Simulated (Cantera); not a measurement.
A closed system holds: 1 mol borazine, 0.087 mol H2O, held at 1850 K and 62.0 Pa.

Cantera equilibrium calculation (NASA polynomials, part measured and part estimated; ideal gas, pure solids and liquids). Candidate condensed phases: B, BN, B2O3, B3O3H3, H2O; 39 gas species. The feed counts by its element totals alone. Mutual solubility and eutectic melting of coexisting phases are not modelled. The tables' values for BH2 are old estimates; treat these amounts as uncertain. Kinetics and transport are ignored.

Base state: H2 0.936, H 0.0209, HBO 0.0178, N2 0.0168, BO 0.00671, B2O2 0.00117, BH2 0.000172, B2O 6.52e-5 (mole fractions); condensed: B(s) + BN(s).

### Question
What changes in the equilibrium state with this change: temperature from 1850 K to 2023 K?

### Answer
| species | before | after |
|---|---|---|
| H2 | 0.936 | 0.652 |
| N2 | 0.0168 | 0.267 |
| H | 0.0209 | 0.0616 |
| HBO | 0.0178 | 0.00798 |
| BO | 0.00671 | 0.0107 |
| B | 1.44e-5 | 0.000314 |
| BH | 1.44e-6 | 1.33e-5 |
| B(s), mol | 0.0210 | 2.30 |
| BN(s), mol | 2.89 | 0.605 |

### Question
What changes in the equilibrium state with this change: H2O from 0.087 to 2.1 mol?

### Answer
```json
[
 {"species": "H2", "before": "0.936", "after": "0.626"},
 {"species": "N2", "before": "0.0168", "after": "0.140"},
 {"species": "HBO", "before": "0.0178", "after": "0.104"},
 {"species": "B2O2", "before": "0.00117", "after": "0.0605"},
 {"species": "BO", "before": "0.00671", "after": "0.0482"},
 {"species": "H", "before": "0.0209", "after": "0.0171"},
 {"species": "B2O3", "before": "2.47e-6", "after": "0.00263"},
 {"species": "HBO2", "before": "5.08e-6", "after": "0.000617"},
 {"species": "B(s), mol", "before": "0.0210", "after": "0"},
 {"species": "BN(s), mol", "before": "2.89", "after": "0.923"}
]
```
